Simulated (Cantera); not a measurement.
Feed: 1 mol Al, 4.3 mol HCl, 9.5 mol H₂, held at 300 Torr.

Method: chemical equilibrium by Gibbs-energy minimisation in Cantera with the NASA 1993 tables (ideal gas, pure condensed phases). Candidate condensed phases: Al, AlCl₃; 12 gas species. The tables' values for AlCl₂ are old estimates; treat these amounts as uncertain. Rates play no part.

x: gas mole fraction; nothing condenses.

| T (K) | x H₂ | x HCl | x AlCl₃ | x Al₂Cl₆ | x AlCl₂ | x AlCl | x H |
|---|---|---|---|---|---|---|---|
| 800 | 0.832 | 0.0983 | 0.0645 | … | 1.09e-9 | <1e-12 | 4.18e-12 |
| 850 | 0.829 | 0.0980 | 0.0707 | … | 7.54e-9 | <1e-12 | 2.95e-11 |
| 900 | 0.828 | 0.0978 | 0.0733 | … | 3.99e-8 | 7.88e-12 | 1.68e-10 |
| 950 | 0.827 | 0.0978 | 0.0743 | … | 1.74e-7 | 8.81e-11 | 8.00e-10 |
| 1000 | 0.827 | 0.0978 | 0.0748 | … | 6.46e-7 | 7.64e-10 | 3.26e-9 |
| 1050 | 0.827 | 0.0978 | 0.0750 | … | 2.11e-6 | 5.37e-9 | 1.17e-8 |
| 1100 | 0.827 | 0.0978 | 0.0751 | … | 6.16e-6 | 3.15e-8 | 3.72e-8 |
| 1150 | 0.827 | 0.0978 | 0.0751 | … | 1.64e-5 | 1.57e-7 | 1.07e-7 |
| 1200 | 0.827 | 0.0978 | 0.0751 | … | 4.00e-5 | 6.87e-7 | 2.84e-7 |
| 1250 | 0.827 | 0.0978 | 0.0751 | … | 9.07e-5 | 2.66e-6 | 6.95e-7 |
| 1300 | 0.827 | 0.0979 | 0.0750 | … | 0.000193 | 9.23e-6 | 1.59e-6 |
| 1350 | 0.827 | 0.0982 | 0.0747 | … | 0.000386 | 2.90e-5 | 3.43e-6 |
| 1400 | 0.826 | 0.0986 | 0.0743 | … | 0.000730 | 8.34e-5 | 6.99e-6 |
| 1450 | 0.825 | 0.0994 | 0.0736 | … | 0.00131 | 0.000219 | 1.36e-5 |

Question: Complete the blanks.

Answer: 
- 800, x Al₂Cl₆: 0.00556
- 850, x Al₂Cl₆: 0.00235
- 900, x Al₂Cl₆: 0.00101
- 950, x Al₂Cl₆: 0.000456
- 1000, x Al₂Cl₆: 0.000222
- 1050, x Al₂Cl₆: 0.000116
- 1100, x Al₂Cl₆: 6.43e-5
- 1150, x Al₂Cl₆: 3.76e-5
- 1200, x Al₂Cl₆: 2.31e-5
- 1250, x Al₂Cl₆: 1.47e-5
- 1300, x Al₂Cl₆: 9.77e-6
- 1350, x Al₂Cl₆: 6.67e-6
- 1400, x Al₂Cl₆: 4.66e-6
- 1450, x Al₂Cl₆: 3.32e-6
